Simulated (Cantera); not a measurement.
# Thermodynamics of silicon epitaxy and polysilicon growth, feed SiH2Cl2 + Cl2 + N2

A closed system holds: 1 mol SiH2Cl2, 0.14 mol Cl2, 3.8 mol N2, held at 133 Pa.

Equilibrium computed with Cantera from the NASA thermochemical tables; the gas is ideal and each condensed phase is pure. Candidate condensed phases: NH4Cl, Si, Si3N4; 28 gas species. N2 is the only nitrogen source here; it is nearly inert below about 1500 K, so the nitride shown seldom forms there in practice. The tables' values for SiCl3 are old estimates; treat these amounts as uncertain. Rates play no part.

| T (K) | log p N2 | log p HCl | log p SiCl2 | log p H2 | log p SiCl4 | log p SiCl3 | log p SiHCl3 | log p Cl | n Si3N4(s) |
|---|---|---|---|---|---|---|---|---|---|
| 875 | -3.07 | -3.50 | -9.87 | -4.01 | -4.18 | -7.91 | -7.35 | -11.79 | 0.247 |
| 925 | -3.07 | -3.48 | -8.97 | -4.03 | -4.19 | -7.38 | -7.18 | -11.07 | 0.250 |
| 975 | -3.07 | -3.47 | -8.16 | -4.05 | -4.21 | -6.91 | -7.03 | -10.41 | 0.253 |
| 1025 | -3.07 | -3.46 | -7.43 | -4.07 | -4.22 | -6.48 | -6.90 | -9.82 | 0.255 |
| 1075 | -3.07 | -3.46 | -6.77 | -4.09 | -4.24 | -6.10 | -6.78 | -9.29 | 0.257 |
| 1125 | -3.07 | -3.45 | -6.17 | -4.10 | -4.26 | -5.76 | -6.67 | -8.80 | 0.258 |
| 1175 | -3.08 | -3.45 | -5.63 | -4.11 | -4.28 | -5.45 | -6.58 | -8.36 | 0.257 |
| 1225 | -3.08 | -3.45 | -5.14 | -4.12 | -4.33 | -5.18 | -6.51 | -7.96 | 0.253 |
| 1275 | -3.08 | -3.45 | -4.72 | -4.12 | -4.42 | -4.98 | -6.47 | -7.60 | 0.243 |
| 1325 | -3.08 | -3.47 | -4.38 | -4.09 | -4.59 | -4.85 | -6.50 | -7.29 | 0.223 |
| 1375 | -3.08 | -3.51 | -4.12 | -4.05 | -4.88 | -4.83 | -6.61 | -7.03 | 0.192 |
| 1425 | -3.08 | -3.57 | -3.96 | -3.98 | -5.29 | -4.92 | -6.81 | -6.83 | 0.157 |
log p: log10 of the partial pressure in bar; n: condensed amount in mol.

From 875 K to 1425 K the condensed part is Si3N4(s). The main Si-bearing gas is SiCl4 at 875 K and SiCl2 at 1425 K. The share of Si in condensed phases is highest at 1125 K (77.3 %) and lowest at 1425 K (47.0 %).
